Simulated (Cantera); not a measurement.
What does this Cantera script print?

```python
import numpy as np
import cantera as ct

gas = ct.Solution("gri30.yaml")
gas.TPX = 1748, 1000000, {'CH4': 1, 'CO2': 1.1}
reactor = ct.IdealGasConstPressureReactor(gas, energy="off", clone=False)
net = ct.ReactorNet([reactor])
net.rtol, net.atol = 1e-08, 1e-18
show = ['CH4', 'CO2', 'CH2', 'CH3', 'O2', 'H2O2']
times = np.geomspace(9e-06, 30, 13)

steps = ct.SolutionArray(gas, extra=["t"])
rows = []
print(f"{'t/s':>10s}{'T/K':>9s}{'P/Pa':>11s}" + "".join(f"{s:>11s}" for s in show))
for t in times:
    while net.time < t:
        t_next = net.step()
        steps.append(gas.state, t=t_next)
    rows.append([np.interp(t, steps.t, y) for y in (steps.T, steps.P, *steps(*show).X.T)])
    print(f"{t:10.3e}{rows[-1][0]:9.1f}{rows[-1][1]:11.4g}" + "".join(f"{x:11.3e}" for x in rows[-1][2:]))
rate = np.gradient(steps.T, steps.t)
print("integrator steps:", len(steps.t))
if steps.T.max() > steps.T[0] + 200:
    print(f"time of steepest temperature rise: {steps.t[rate.argmax()]:.4e} s")
gas.TPX = 1748, 1000000, {'CH4': 1, 'CO2': 1.1}
gas.equilibrate("TP")
print(f"equilibrium (TP): T = {gas.T:.1f} K  " + "  ".join(f"{s} {gas[s].X[0]:.3e}" for s in show))
```

It prints:

```
       t/s      T/K       P/Pa        CH4        CO2        CH2        CH3         O2       H2O2
 9.000e-06   1748.0      1e+06  4.737e-01  5.235e-01  5.391e-08  7.501e-04  4.984e-14  1.587e-15
 3.146e-05   1748.0      1e+06  4.665e-01  5.226e-01  1.025e-07  1.039e-03  2.315e-13  3.281e-15
 1.100e-04   1748.0      1e+06  4.349e-01  5.146e-01  1.606e-07  1.266e-03  1.682e-12  2.006e-14
 3.846e-04   1748.0      1e+06  3.472e-01  4.743e-01  1.081e-07  9.000e-04  1.185e-11  1.291e-13
 1.344e-03   1748.0      1e+06  2.162e-01  3.730e-01  8.020e-08  5.330e-04  4.179e-11  7.089e-13
 4.700e-03   1748.0      1e+06  9.099e-02  1.955e-01  9.937e-08  2.645e-04  6.053e-11  3.816e-12
 1.643e-02   1748.0      1e+06  4.148e-02  9.162e-02  8.659e-08  1.324e-04  3.873e-11  5.260e-12
 5.745e-02   1748.0      1e+06  3.899e-02  5.965e-02  3.979e-08  1.081e-04  1.452e-11  2.052e-12
 2.008e-01   1748.0      1e+06  3.307e-02  3.248e-02  1.588e-08  8.128e-05  4.508e-12  5.640e-13
 7.021e-01   1748.0      1e+06  2.113e-02  1.604e-02  6.555e-09  4.815e-05  1.284e-12  1.373e-13
 2.455e+00   1748.0      1e+06  8.948e-03  8.625e-03  2.337e-09  1.960e-05  4.033e-13  4.074e-14
 8.581e+00   1748.0      1e+06  1.637e-03  6.060e-03  4.045e-10  3.527e-06  2.020e-13  2.052e-14
 3.000e+01   1748.0      1e+06  9.917e-05  5.643e-03  2.437e-11  2.131e-07  1.753e-13  1.790e-14
integrator steps: 2627
equilibrium (TP): T = 1748.0 K  CH4 9.287e-05  CO2 5.642e-03  CH2 2.285e-11  CH3 1.996e-07  O2 1.752e-13  H2O2 1.789e-14
```

Computed with Cantera and GRI-Mech 3.0 (53 species, 325 reactions).
